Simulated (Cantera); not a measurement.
A closed system holds: 1 mol BN, 2.2 mol NF₃, held at 2.40 Torr.

Method: chemical equilibrium by Gibbs-energy minimisation in Cantera with the NASA 1993 tables (ideal gas, pure condensed phases). Candidate condensed phases: B, BN; 13 gas species. Rates play no part.

x: gas mole fraction; nothing condenses.

| T (K) | x F | x N₂ | x F₂ | x BF₃ | x NF₃ | x NF₂ |
|---|---|---|---|---|---|---|
| 700 | 0.0137 | 0.348 | 0.291 | 0.248 | 0.0998 | 6.75e-8 |
| 850 | 0.164 | 0.334 | 0.292 | 0.209 | 0.00186 | 1.87e-7 |
| 1000 | 0.474 | 0.277 | 0.0748 | 0.173 | 1.41e-5 | 9.10e-8 |
| 1150 | 0.569 | 0.260 | (withheld) | 0.163 | (withheld) | (withheld) |
| 1300 | 0.579 | 0.258 | 0.00113 | 0.161 | 7.21e-10 | 3.48e-9 |
| 1450 | 0.580 | 0.258 | (withheld) | 0.161 | (withheld) | (withheld) |
| 1600 | 0.581 | 0.258 | 6.28e-5 | 0.161 | 1.08e-12 | 3.58e-10 |
| 1750 | 0.581 | 0.258 | 2.13e-5 | 0.161 | <1e-12 | 1.53e-10 |

Task: What belongs in the gaps?

Result: 
- 1450, x F₂: 0.000230
- 1450, x NF₃: 1.99e-11
- 1450, x NF₂: 9.95e-10
- 1150, x F₂: 0.00807
- 1150, x NF₃: 6.43e-8
- 1150, x NF₂: 1.64e-8
